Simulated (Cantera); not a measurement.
What does this Cantera script print?

```python
import numpy as np
import cantera as ct

gas_names = """
    B BF BF2 BF3 BN B2 F F2 N NF NF2 NF3 N2
""".split()
cond_names = """
    B(b) B(L) BN(s)
""".split()


# ... load() reads the species with a 1 bar reference pressure and builds the phases ...
atoms = {
    'BN': {'B': 1, 'N': 1},
    'NF3': {'N': 1, 'F': 3},
    'N2': {'N': 2},
}
top_T = {'BN(s)': 3200}  # K; cautious upper limits of use, not melting points


# ... equilibrate(T, P, feed) seeds the gas with the atoms and calls Mixture.equilibrate('TP', solver="vcs", rtol=1e-11, max_steps=5000) ...
results = []
feed = {'BN': 1, 'NF3': 1.5, 'N2': 2.9}  # mol
T = 1150  # K
P = 1000  # Pa
mix = equilibrate(T, P, feed)
results.append((T, P, feed, dict(zip(mix.species_names, mix.species_moles))))
print(gas.report(threshold=0.001))
for i in range(1, mix.n_phases):
    print(f"{mix.phase(i).name:16s} {mix.phase_moles(i):12.5e} mol")
```

It prints:

```
       temperature   1150 K
          pressure   1000 Pa
           density   0.0033554 kg/m^3
  mean mol. weight   32.083 kg/kmol
   phase of matter   gas

                          1 kg             1 kmol
                     ---------------   ---------------
          enthalpy       -3.8804e+06        -1.245e+08  J
   internal energy       -4.1784e+06       -1.3406e+08  J
           entropy            8907.5        2.8578e+05  J/K
    Gibbs function       -1.4124e+07       -4.5314e+08  J
 heat capacity c_p            1164.2             37351  J/K
 heat capacity c_v            905.03             29036  J/K

                      mass frac. Y      mole frac. X     chem. pot. / RT
                     ---------------   ---------------   ---------------
               BF3           0.31899           0.15094            -160.4
                 F           0.12965           0.21894           -18.538
                F2         0.0044175           0.00373           -37.075
                N2           0.54694           0.62639           -30.308
     [   +9 minor]        2.5052e-07        1.1877e-07

B(b)              0.00000e+00 mol
BN(s)             0.00000e+00 mol
```

Cantera equilibrium calculation (NASA polynomials, part measured and part estimated; ideal gas, pure solids and liquids).
